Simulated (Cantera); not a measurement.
Input: 1 mol Ti(OiPr)4, a varied amount of H2O, 9.8 mol H2, held at 0.120 bar.

Equilibrium computed with Cantera from the NASA thermochemical tables; the gas is ideal and each condensed phase is pure. Candidate condensed phases: C, C6H6, C7H8, C8H18, H2O, Ti, TiC, TiO, TiO2, Ti2O3, Ti3O5, Ti4O7; 113 gas species. The feed counts by its element totals alone. Mutual solubility and eutectic melting of coexisting phases are not modelled. TiC: taken at fixed stoichiometry. Condensed phases not in the tables: Magnéli phases beyond Ti4O7. Equilibrium is a limit: real reactors are often held back by kinetics, nucleation or transport.

Stable condensed phases, one row left out:

```
T in K \ n(H2O) in mol
         0.87  1.1  1.3  1.6    2  2.5  3.1  3.8  4.7
   1900     A    A    A    A    A    A    A    A    A
   1850     A    A    A    A    A    A    A    A    A
   1800     A    A    A    A    A    A    A    A    A
   1750     A    A    A    A    A    A    A    A    A
   1700     A    A    A    A    A    A    A    A    A
   1650     A    A    A    A    A    A    A    A    A
   1600     A    A    A    A    A    A    A    A    A
   1550     A    A    A    A    A    A    A    A    A
   1500     A    A    A    A    A    A    A    A    A
   1450     A    A    A    A    A    A    A    A    A
   1350     A    A    A    A    A    A    A    B    B
   1300     C    C    C    C    C    C    C    C    C
   1250     C    C    C    C    C    C    C    C    D
```

A: C + TiC; B: C + TiC + Ti3O5; C: C + Ti3O5; D: C + Ti4O7.

### Question
Give the row for 1400 K.

### Answer
0.87: C + TiC; 1.1: C + TiC; 1.3: C + TiC; 1.6: C + TiC; 2: C + TiC; 2.5: C + TiC; 3.1: C + TiC; 3.8: C + TiC; 4.7: C + TiC.
